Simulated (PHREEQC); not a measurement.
Dissolve 0.0028 mol HNO3, 0.051 mol NiCl2 and 0.0002 mol MnSO4 per kg of water at 25 °C. Closed to the air; pH follows from the charge balance.

Model: ion-association model, wateq4f.dat, run in PHREEQC.

| quantity | before | after |
|---|---|---|
| pH | 2.65 | 5.81 |
| ionic strength (mol/kgw) | 0.147 | 0.152 |
| Cl- (mol/kgw) | 0.0969 | 0.0967 |
| Ni+2 (mol/kgw) | 0.0465 | 0.0491 |
| NiCl+ (mol/kgw) | 0.00367 | 0.00382 |
| NiCl2 (mol/kgw) | 0.000698 | 0.000721 |
| SI of Morenosite (NiSO4:7H2O) | -3.95 | -3.93 |

Name the change that produced these shifts.
(A) NiCl2 from 0.051 to 0.255 mol/kgw
(B) diluted 10-fold with water
(C) HNO3 replaced by Ni(NO3)2 at the same molality
(D) MnSO4 replaced by MgSO4 at the same molality
(E) temperature from 25 to 60 °C

C, HNO3 replaced by Ni(NO3)2 at the same molality

This is a speciation only: nothing precipitates in the calculation.
